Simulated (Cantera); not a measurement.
A freely propagating, adiabatic, planar premixed flame of H₂ : O₂ : N₂ = 1 : 0.847 : 3.19 (molar parts), equivalence ratio 0.59, unburnt at 600 K and 0.138 atm; mixture-averaged transport, grid criteria slope 0.08 and curve 0.16, no radiation.

Cantera simulation using the H2/O2 subset of GRI-Mech 3.0, which has no nitrogen chemistry; the numbers are that mechanism's predictions, not measurements. Burning velocities carry a grid error of a few per cent, more on coarse grids. Lean hydrogen flames are cellular in practice and burn faster than this planar one.

Problem. How do the results move with these cheaper or finer settings: unity-Lewis-number transport; multicomponent transport; multicomponent+Soret transport; grid criteria slope 0.5, curve 1; grid criteria slope 0.25, curve 0.5; grid criteria slope 0.03, curve 0.06?

Solution. 
| setting | laminar burning velocity | thermal thickness | peak x(H) | peak x(HO₂) | grid points |
|---|---|---|---|---|---|
| as above | 427 cm/s | 5.85 mm | 0.0436 | 5.71e-5 | 135 |
| unity-Lewis-number transport | 285 cm/s | 3.95 mm | 0.0497 | 5.06e-5 | 135 |
| multicomponent transport | 421 cm/s | 5.81 mm | 0.0434 | 5.72e-5 | 135 |
| multicomponent+Soret transport | 401 cm/s | 5.76 mm | 0.0421 | 5.72e-5 | 135 |
| grid criteria slope 0.5, curve 1 | 800 cm/s | 10.5 mm | 0.0482 | 5.27e-5 | 38 |
| grid criteria slope 0.25, curve 0.5 | 485 cm/s | 6.73 mm | 0.0449 | 5.66e-5 | 68 |
| grid criteria slope 0.03, curve 0.06 | 414 cm/s | 5.67 mm | 0.0432 | 5.74e-5 | 289 |
Unity Lewis numbers drop preferential diffusion, which matters most where H2 and H carry the flame; Soret adds thermal diffusion.
